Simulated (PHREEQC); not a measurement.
1 kg of water holding 0.27 mol/kgw NaCl, 0.21 mol/kgw Na2SO4, 0.35 mol/kgw K2SO4 and 0.006 mol/kgw MgSO4 is evaporated at 60 °C; the solids stay in contact with the brine. The system is closed to CO2. The run lets Arcanite, Bischofite, Bloedite, Brucite, Carnallite, Epsomite, Glaserite, Halite, Hexahydrite, Kainite, Kieserite, Leonite, Mirabilite, Misenite, Schoenite, Sylvite, Thenardite, MgCl2_4H2O precipitate or redissolve, and no other solid.

The numbers come from PHREEQC with the Pitzer model, pitzer.dat.

```json
[
 {"water left (kg)": "1", "ionic strength": "1.97", "water activity": "0.971", "Halite (mol)": "0"},
 {"water left (kg)": "0.6755", "ionic strength": "2.92", "water activity": "0.958", "Halite (mol)": "0"},
 {"water left (kg)": "0.4563", "ionic strength": "4.33", "water activity": "0.938", "Halite (mol)": "0"},
 {"water left (kg)": "0.2533", "ionic strength": "5.61", "water activity": "0.912", "Halite (mol)": "0"},
 {"water left (kg)": "0.1711", "ionic strength": "6.43", "water activity": "0.889", "Halite (mol)": "0"},
 {"water left (kg)": "0.1156", "ionic strength": "7.76", "water activity": "0.851", "Halite (mol)": "0"},
 {"water left (kg)": "0.06418", "ionic strength": "8.51", "water activity": "0.788", "Halite (mol)": "0"},
 {"water left (kg)": "0.04335", "ionic strength": "8.81", "water activity": "0.728", "Halite (mol)": "0"},
 {"water left (kg)": "0.0293", "ionic strength": "9.13", "water activity": "(withheld)", "Halite (mol)": "0.0730"},
 {"water left (kg)": "0.01979", "ionic strength": "(withheld)", "water activity": "(withheld)", "Halite (mol)": "0.137"},
 {"water left (kg)": "0.01337", "ionic strength": "(withheld)", "water activity": "0.707", "Halite (mol)": "0.181"},
 {"water left (kg)": "0.007427", "ionic strength": "10.4", "water activity": "0.701", "Halite (mol)": "0.221"},
 {"water left (kg)": "0.005012", "ionic strength": "11.3", "water activity": "0.695", "Halite (mol)": "0.238"}
]
```

Task: What belongs in the gaps?

Result: 
- 0.0293, water activity: 0.711
- 0.01979, ionic strength: 9.32
- 0.01979, water activity: 0.709
- 0.01337, ionic strength: 9.62

At this temperature some constants are extrapolated from 25 °C, and those without enthalpy data are left unchanged.
